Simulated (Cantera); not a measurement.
An isothermal, constant-pressure homogeneous reactor starts with CH₄ : H₂ : N₂ = 0.026 : 1 : 0.013 (molar parts), at 2625 K and 0.120 bar. Integrator tolerance rtol = 1e-08.

Detailed kinetics in Cantera: GRI-Mech 3.0 (53 species, 325 reactions). GRI-Mech 3.0 stops at C3 and has no aromatics, soot or wall deposition, so with more carbon than oxygen in the feed, carbon stays in small species such as C2H2 where larger ones or solid carbon would form.

Problem. What does this change do: temperature 2625 to 2325 K?

Solution. 
```json
[
 {"quantity": "x(CH₄) at 5.00 s", "before": "8.41e-6 (gas-phase equilibrium 7.90e-6)", "after": "3.41e-5 (gas-phase equilibrium 2.97e-5)"},
 {"quantity": "x(H₂) at 5.00 s", "before": "0.862 (gas-phase equilibrium 0.862)", "after": "0.945 (gas-phase equilibrium 0.945)"},
 {"quantity": "x(C₂H₂) at 5.00 s", "before": "0.00944 (gas-phase equilibrium 0.00791)", "after": "0.0118 (gas-phase equilibrium 0.00858)"},
 {"quantity": "x(CH₃) at 5.00 s", "before": "1.94e-5 (gas-phase equilibrium 1.82e-5)", "after": "2.09e-5 (gas-phase equilibrium 1.82e-5)"},
 {"quantity": "x(C₂H₆) at 5.00 s", "before": "3.17e-12 (gas-phase equilibrium 2.79e-12)", "after": "3.24e-11 (gas-phase equilibrium 2.44e-11)"},
 {"quantity": "x(HCN) at 5.00 s", "before": "0.00383 (gas-phase equilibrium 0.00691)", "after": "0.000316 (gas-phase equilibrium 0.00678)"}
]
```
